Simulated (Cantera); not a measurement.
What does this Cantera script print?

```python
import numpy as np
import cantera as ct

gas_names = """
    Fe2CL6 FeCL2 O2
""".split()
cond_names = """
    Fe2O3(s)
""".split()


# ... load() reads the species with a 1 bar reference pressure and builds the phases ...
species = {s.name: s for s in load("nasa_gas.yaml", gas_names) + load("nasa_condensed.yaml", cond_names)}
# Each term lists the table entries of one substance; the one whose range holds T is used.
reactions = {
    '2 Fe2O3 + 4 Fe2Cl6(g) = 12 FeCl2(g) + 3 O2(g)':
        [(-2, ['Fe2O3(s)']), (-4, ['Fe2CL6']), (12, ['FeCL2']), (3, ['O2'])],
}


def pick(names, T):
    return next(species[n] for n in names if species[n].thermo.min_temp <= T <= species[n].thermo.max_temp)


results = []
for label, terms in reactions.items():
    print(label)
    print("     T/K   dH/kJ  dS/(J/K)   dG/kJ   log10 K")
    for T in [300, 850, 950, 1050, 1150, 1250, 1350, 1450, 1550, 1650, 1750]:
        used = [(nu, pick(names, T)) for nu, names in terms]
        dH = sum(nu * s.thermo.h(T) for nu, s in used) / 1e6
        dS = sum(nu * s.thermo.s(T) for nu, s in used) / 1e3
        dG = dH - T * dS / 1e3
        logK = -dG * 1e6 / (ct.gas_constant * T * np.log(10))
        results.append((label, T, dH, dS, dG, logK, [s.name for _, s in used]))
        print(f"{T:8g} {dH:8.1f} {dS:8.1f} {dG:8.1f} {logK:8.2f}")
```

It prints:

```
2 Fe2O3 + 4 Fe2Cl6(g) = 12 FeCl2(g) + 3 O2(g)
     T/K   dH/kJ  dS/(J/K)   dG/kJ   log10 K
     300   2575.9   1883.6   2010.8  -350.10
     850   2480.9   1711.0   1026.6   -63.08
     950   2460.1   1687.8    856.7   -47.10
    1050   2442.1   1669.8    688.8   -34.27
    1150   2425.9   1655.0    522.6   -23.74
    1250   2410.7   1642.4    357.8   -14.95
    1350   2396.4   1631.3    194.1    -7.51
    1450   2382.7   1621.5     31.4    -1.13
    1550   2369.4   1612.7   -130.3     4.39
    1650   2356.5   1604.6   -291.1     9.22
    1750   2343.8   1597.1   -451.2    13.47
```

Cantera with NASA thermochemical tables; ideal gases at 1 bar, condensed phases pure. Condensed species are held in their standard states even where they would react or evaporate.
